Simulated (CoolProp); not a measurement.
Vapour-liquid equilibrium of ethane (1) + C3F8 (R218) (2) at 192.8 K; x and y are mole fractions of (1).

Computed with CoolProp (multi-fluid Helmholtz-energy mixture model, Bücker 2006 and Lemmon 2006; pair parameters Bell 2016).

```
x     bubble pressure, mixture model (kPa)  bubble pressure, Raoult's law (kPa)  y, mixture model  y, Raoult's law
----  ------------------------------------  -----------------------------------  ----------------  ---------------
0.05                                 31.85                                15.52             0.752            0.498
0.15                                 73.67                                30.18             0.900            0.769
0.25                                 103.1                                44.83             0.933            0.863
0.35                                 120.1                                59.49             0.946            0.910
0.45                                 128.2                                74.14             0.951            0.939
0.55                                 131.7                                88.80             0.954            0.958
0.65                                 133.9                                103.5             0.956            0.972
0.75                                 136.9                                118.1             0.959            0.983
0.85                                 142.0                                132.8             0.967            0.991
0.95                                 149.8                                147.4             0.985            0.997
```

The largest gap from Raoult's law is +144.1 % in bubble pressure, at x = 0.15. No azeotrope shows between x = 0.05 and 0.95.

The pair parameters rest on a limited set of measurements; away from them the model extrapolates. With so large a gap from Raoult's law the liquid may split in two, which this calculation doesn't test in full.
